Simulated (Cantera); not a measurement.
Input (Python, Cantera) and output of one run.

```python
import numpy as np
import cantera as ct

gas_names = """
    H H2 Si SiH SiH2 SiH3 SiH4 Si2 Si3
""".split()
cond_names = """
    Si(cr) Si(L)
""".split()


def load(file, names, dense=False):
    # The tables refer to 1 bar. Condensed volumes are neglected.
    table = {s.name: s for s in ct.Species.list_from_file(file)}
    out = []
    for n in names:
        d = dict(table[n].input_data)
        d["thermo"] = dict(d["thermo"], **{"reference-pressure": 1e5})
        if dense:
            d["equation-of-state"] = {"model": "constant-volume", "density": "1e6 g/cm^3"}
        out.append(ct.Species.from_dict(d))
    return out


gas = ct.Solution(thermo="ideal-gas", species=load("nasa_gas.yaml", gas_names))
cond = {s.name: ct.Solution(thermo="fixed-stoichiometry", species=[s], name=s.name)
        for s in load("nasa_condensed.yaml", cond_names, dense=True)}
atoms = {
    'Si': {'Si': 1},
    'H2': {'H': 2},
}
top_T = {}  # K; cautious upper limits of use, not melting points


def equilibrate(T, P, feed):
    n = {}
    for name, mol in feed.items():
        for a, k in atoms[name].items():
            n[a] = n.get(a, 0.0) + k * mol
    gas.TPX = T, P, n
    mass = sum(n.values()) * gas.mean_molecular_weight
    gas.equilibrate("TP")
    valid = [c for c in cond.values() if c.min_temp <= T <= top_T.get(c.name, c.max_temp)]
    mix = ct.Mixture([(gas, mass / gas.mean_molecular_weight)] + [(c, 0.0) for c in valid])
    mix.T, mix.P = T, P
    mix.equilibrate("TP", solver="vcs", rtol=1e-11, max_steps=5000)
    return mix


results = []
feed = {'Si': 1, 'H2': 0.33}  # mol
P = 1200000  # Pa
for T in [798, 873, 948, 1023, 1098, 1173, 1248, 1323, 1398, 1473, 1548, 1623, 1698, 1773]:
    mix = equilibrate(T, P, feed)
    results.append((T, P, feed, dict(zip(mix.species_names, mix.species_moles))))

top = {s: max(r[3][s] / sum(r[3][g] for g in gas_names) for r in results) for s in gas_names}
cols = sorted((s for s in top if top[s] > 0.001), key=lambda s: -top[s])[:8]
seen = [c for c in cond_names if any(r[3].get(c, 0) > 1e-12 for r in results)]
print("log10 of partial pressures in bar; condensed amounts in mol")
print(f"{'T/K':>10s}" + "".join(f"{s[:9]:>10s}" for s in cols + seen))
for T, P, feed, n in results:
    ng = sum(n[g] for g in gas_names)
    print(f"{T:10.4g}" + "".join(f"{np.log10(max(n[s] / ng * P / 1e5, 1e-99)):10.3f}" for s in cols)
          + "".join(f"{n.get(c, 0):10.4g}" for c in seen))
```

It prints:

```
log10 of partial pressures in bar; condensed amounts in mol
       T/K        H2    Si(cr)     Si(L)
       798     1.079         1         0
       873     1.079         1         0
       948     1.079         1         0
      1023     1.079         1         0
      1098     1.079         1         0
      1173     1.079         1         0
      1248     1.079         1         0
      1323     1.079         1         0
      1398     1.079         1         0
      1473     1.079         1         0
      1548     1.079         1         0
      1623     1.079         1         0
      1698     1.079         0         1
      1773     1.079         0         1
```

Equilibrium computed with Cantera from the NASA thermochemical tables; the gas is ideal and each condensed phase is pure. Gases not in the tables: Si2H6 and higher silanes.
